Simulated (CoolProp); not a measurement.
Vapour-liquid equilibrium of p-xylene (1) + n-undecane (2) at 0.478 MPa; x and y are mole fractions of (1).

Model: multi-fluid Helmholtz-energy mixture model, Zhou 2012 and Aleksandrov 2011; pair parameters Bell 2016, in CoolProp.

Problem. Give the bubble temperature and the first vapour's composition at x = 0.35, 0.55, 0.85. Is there an azeotrope?

Solution. x = 0.35: 244.2 °C, y = 0.568; x = 0.55: 231.1 °C, y = 0.764; x = 0.85: 214.5 °C, y = 0.944. No azeotrope shows between x = 0.05 and 0.95.

The pair parameters rest on a limited set of measurements; away from them the model extrapolates.
